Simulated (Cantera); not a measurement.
A diamond (100) surface in a fixed gas of H2 with x(CH4) = 0.0095, x(H) = 0.0022, x(CH3) = 2.7e-05, at 1248 K; coverages are run to steady state.

Model: the Harris–Goodwin 1993 mechanism for the reconstructed diamond (100) surface, integrated in Cantera.

One state of this run: growth (µm/h) = 0.339; θ c6HH = 0.423; θ c6H* = 0.0429; θ c6*H = 0.501; θ c6** = 0.0318; θ c6HM = 0.000224. θ: site fractions in the mechanism's names (c6HH fully hydrogenated, c6H* and c6*H radical sites, c6** diradical, c6HM methylated).

Which value of P (Pa) does it belong to?
(A) 11000
(B) 780
(C) 1900
(D) 6900

D, 6900
